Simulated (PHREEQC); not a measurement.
**City or well water (model solution)**

Synthetic water in mg/kgw, 25 °C, pH 8.29, pe 12.4: Na 14; K 10.4; Ca 6.44; Mg 6.41; Cl 12.1; S(6) as SO4 28.6; Alkalinity as HCO3 48.9; Cu(2) 2.8.

Valence states are taken as typed.

The numbers come from PHREEQC with the ion-association model, wateq4f.dat.

| Item | Value |
|---|---|
| ionic strength | 0.00233 mol/kgw |
| charge-balance error | 2.2 % |

```tsv
species	molality	activity	log γ
HCO3-	0.000689	0.000654	-0.023
Na+	0.000608	0.000577	-0.023
O2	0.000478	0.000479	0.000
Cl-	0.000341	0.000324	-0.023
SO4-2	0.000280	0.000227	-0.091
K+	0.000266	0.000252	-0.023
Mg+2	0.000250	0.000203	-0.090
Ca+2	0.000153	0.000124	-0.091
Cu(OH)2	4.21e-5	4.22e-5	0.000
MgSO4	1.08e-5	1.08e-5	0.000
CO2	7.53e-6	7.54e-6	0.000
```

No solid was allowed to form. Examples of supersaturated solids here: Malachite, Cu(OH)2. Others may be too. The database's constant for dissolved Cu(OH)2 is higher than later reviews accept.
